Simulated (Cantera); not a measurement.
Charge: 1 mol SiH4, 27 mol O2, 12 mol NO, held at 575 °C and 10.0 Pa.

Equilibrium computed with Cantera from the NASA thermochemical tables; the gas is ideal and each condensed phase is pure. Candidate condensed phases: H2O, Si, SiO2, Si2N2O, Si3N4; 35 gas species. Rates play no part.

Problem. What is the equilibrium state?

Solution. 
```json
{
 "x(O2)": "0.795",
 "x(N2)": "0.154",
 "x(H2O)": "0.0513",
 "x(NO)": "3.75e-6",
 "n(SiO2(β-quartz))": "1.00 mol",
 "gas_amount": "39.00 mol",
 "log10 activity of Si(s) (absent)": "-42.52"
}
```
